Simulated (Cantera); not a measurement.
What does this Cantera script print?

```python
import numpy as np
import cantera as ct

gas_names = """
    Br Br2 H HBr H2 Si SiBr SiBr2 SiBr3 SiBr4 SiH SiHBr3 SiH2 SiH2Br2 SiH3 SiH3Br SiH4 Si2 Si3
""".split()
cond_names = """
    Br2(cr) Br2(L) Si(cr) Si(L)
""".split()


# ... load() reads the species with a 1 bar reference pressure and builds the phases ...
atoms = {
    'Si': {'Si': 1},
    'Br2': {'Br': 2},
    'H2': {'H': 2},
}
top_T = {}  # K; cautious upper limits of use, not melting points


# ... equilibrate(T, P, feed) seeds the gas with the atoms and calls Mixture.equilibrate('TP', solver="vcs", rtol=1e-11, max_steps=5000) ...
results = []
feed = {'Si': 1, 'Br2': 8.6, 'H2': 0.18}  # mol
T = 1675  # K
P = 37  # Pa
mix = equilibrate(T, P, feed)
results.append((T, P, feed, dict(zip(mix.species_names, mix.species_moles))))
x = sorted(zip(gas.X, gas.species_names), reverse=True)
print(f"T = {T:g} K  P = {P:g} Pa  gas = {mix.phase_moles(0):.4g} mol")
print("   x: " + "  ".join(f"{s} {v:.3e}" for v, s in x if v > 0.0001))
print("   condensed (mol): " + ("  ".join(f"{mix.phase(i).name} {mix.phase_moles(i):.4g}"
      for i in range(1, mix.n_phases) if mix.phase_moles(i) > 1e-12) or "none"))
```

It prints:

```
T = 1675 K  P = 37 Pa  gas = 16.18 mol
   x: Br 9.154e-01  SiBr2 6.087e-02  HBr 2.207e-02  SiBr3 7.252e-04  Br2 6.517e-04  SiBr 1.198e-04
   condensed (mol): none
```

These are equilibrium values from Cantera (NASA tables, ideal gas, pure condensed phases), not measurements of a reactor. The tables' values for SiBr3, SiBr are old estimates; treat these amounts as uncertain.
